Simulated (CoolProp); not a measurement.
Saturated liquid density (kg/m³) of decamethylcyclopentasiloxane (D5): the reference equation beside estimates from Tc = 618.3 K, pc = 10.78 bar, ω = 0.631. Rackett uses Z = 0.29056 − 0.08775 ω.

The numbers come from the reference Helmholtz-energy equation of state, Thol 2019 in CoolProp.

```tsv
T (K)	reference	Rackett	van der Waals	Redlich-Kwong	Soave-Redlich-Kwong	Peng-Robinson
295.2	956.8	1100	515.9	767.0	808.0	___
305	946.3	___	511.5	759.7	802.6	900.2
314.7	935.9	1077	507.0	752.4	797.0	894.4
324.5	925.5	1065	502.4	744.7	791.2	888.3
334.3	915.1	1053	497.7	736.9	785.1	881.8
344.1	904.6	1041	492.9	728.7	778.7	875.1
353.8	894.2	1029	488.0	720.5	772.2	868.1
363.6	883.7	1016	483.0	711.9	765.2	860.8
373.4	873.1	1004	477.8	703.1	758.0	853.0
383.2	862.5	990.8	472.6	693.9	750.4	844.9
392.9	851.8	___	467.2	684.7	742.5	836.5
402.7	840.9	964.5	461.7	675.0	734.2	827.6
412.5	829.9	951.0	456.0	665.0	725.5	818.2
```

Task: What belongs in the gaps?

Result: 
- 295.2, Peng-Robinson: 905.9
- 305, Rackett: 1088
- 392.9, Rackett: 977.8

Absolute difference from the reference over all 13 rows, mean and median: Rackett 14.9 and 15.0 %, van der Waals 45.5 and 45.4 %, Redlich-Kwong 19.6 and 19.5 %, Soave-Redlich-Kwong 13.8 and 13.6 %, Peng-Robinson 3.1 and 2.9 %.
